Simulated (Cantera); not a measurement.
Input (Python, Cantera):

```python
import numpy as np
import cantera as ct

gas = ct.Solution("gri30.yaml")
gas.TPX = 2050, 450000, {'CH4': 1, 'H2O': 0.38}
inlet = ct.Reservoir(gas, clone=True)

reactor = ct.IdealGasConstPressureReactor(gas, energy="off", clone=False)
exhaust = ct.Reservoir(gas, clone=True)
tau = [0.73, 0.37, 0.19, 0.098, 0.05, 0.026, 0.013, 0.0067, 0.0034, 0.0017, 0.00089][0]
for a, b in ((inlet, reactor), (reactor, exhaust)):
    ct.MassFlowController(a, b, mdot=lambda t: reactor.mass / tau)
net = ct.ReactorNet([reactor])
show = ['CH4', 'H2O', 'H', 'H2', 'C2H6']

rows = []
print(f"{'tau/s':>10s}{'T/K':>9s}" + "".join(f"{s:>11s}" for s in show))
for tau in [0.73, 0.37, 0.19, 0.098, 0.05, 0.026, 0.013, 0.0067, 0.0034, 0.0017, 0.00089]:
    net.initial_time = 0.0
    net.advance(30 * tau)
    before = gas.X
    net.advance(40 * tau)
    drift = np.max(np.abs(gas.X - before) / (gas.X + 1e-9))
    rows.append([gas.T, *gas[show].X, drift])
    print(f"{tau:10.3e}{gas.T:9.1f}" + "".join(f"{x:11.3e}" for x in gas[show].X))
```

Result:

```
     tau/s      T/K        CH4        H2O          H         H2       C2H6
 7.300e-01   2050.0  1.144e-02  1.399e-03  9.257e-04  7.389e-01  2.735e-06
 3.700e-01   2050.0  1.214e-02  2.712e-03  9.244e-04  7.374e-01  2.981e-06
 1.900e-01   2050.0  1.337e-02  5.123e-03  9.221e-04  7.347e-01  3.449e-06
 9.800e-02   2050.0  1.542e-02  9.417e-03  9.181e-04  7.299e-01  4.333e-06
 5.000e-02   2050.0  1.871e-02  1.683e-02  9.114e-04  7.219e-01  6.032e-06
 2.600e-02   2050.0  2.344e-02  2.812e-02  9.013e-04  7.099e-01  9.093e-06
 1.300e-02   2050.0  3.057e-02  4.519e-02  8.855e-04  6.917e-01  1.512e-05
 6.700e-03   2050.0  4.001e-02  6.609e-02  8.648e-04  6.689e-01  2.579e-05
 3.400e-03   2050.0  5.320e-02  9.047e-02  8.373e-04  6.405e-01  4.591e-05
 1.700e-03   2050.0  7.172e-02  1.158e-01  8.025e-04  6.071e-01  8.452e-05
 8.900e-04   2050.0  9.527e-02  1.377e-01  7.639e-04  5.725e-01  1.510e-04
```

Model: GRI-Mech 3.0 (53 species, 325 reactions), integrated in Cantera. GRI-Mech 3.0 stops at C3 and has no aromatics, soot or wall deposition, so with more carbon than oxygen in the feed, carbon stays in small species such as C2H2 where larger ones or solid carbon would form.
